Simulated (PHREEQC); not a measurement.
A solution holds 0.012 mol/kgw ZnSO4, 4.7e-05 mol/kgw CaCl2, 0.2 mol/kgw H2SO4 and 0.023 mol/kgw NaCl, at 25 °C. Closed to the air; pH follows from the charge balance.

The numbers come from PHREEQC with the ion-association model, phreeqc.dat.

This is a speciation only: nothing precipitates in the calculation.

Order these S species by the share of S that they hold, largest first: SO4-2, NaSO4-, HSO4-, Zn(SO4)2-2, ZnSO4.

HSO4- (83 %), SO4-2 (14 %), ZnSO4 (1.6 %), Zn(SO4)2-2 (0.72 %), NaSO4- (0.40 %)

The pH is 0.76 and the ionic strength 0.301 mol/kgw.
